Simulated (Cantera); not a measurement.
Input: 1 mol Si(CH3)4, 0.078 mol HCl, 82 mol H2, 0.21 mol C3H8, held at 0.110 bar.

Method: chemical equilibrium by Gibbs-energy minimisation in Cantera with the NASA 1993 tables (ideal gas, pure condensed phases). Candidate condensed phases: C, C6H6, C7H8, C8H18, Si, SiC; 109 gas species. Gases not in the tables: Si2H6 and higher silanes. Rates play no part.

x: gas mole fraction; n: condensed amount in mol.

```tsv
T (K)	x H2	x H	x C2H2 (acetylene)	x Si	n C(graphite)	n SiC(s)
1373	0.999	1.00e-5	1.73e-6	1.49e-11	3.58	1.000
1473	0.999	3.81e-5	6.50e-6	3.26e-10	3.60	1.000
1573	0.999	0.000123	2.06e-5	4.78e-9	3.61	1.000
1673	0.999	0.000343	5.69e-5	5.07e-8	3.61	1.000
1773	0.998	0.000857	0.000140	4.11e-7	3.60	1.000
1873	0.997	0.00194	0.000311	2.66e-6	3.57	1.000
1973	0.994	…	…	…	3.51	0.998
2073	0.990	0.00789	0.00121	6.45e-5	3.42	0.991
2173	0.982	…	…	…	3.27	0.967
2273	0.969	0.0249	0.00365	0.000885	3.06	0.883
2373	0.948	0.0410	0.00583	0.00277	2.83	0.613
2473	0.916	0.0643	0.00883	0.00677	2.59	0
```

### Question
Complete the blanks.

### Answer

- 1973, x H: 0.00406
- 1973, x C2H2 (acetylene): 0.000637
- 1973, x Si: 1.42e-5
- 2173, x H: 0.0144
- 2173, x C2H2 (acetylene): 0.00217
- 2173, x Si: 0.000254
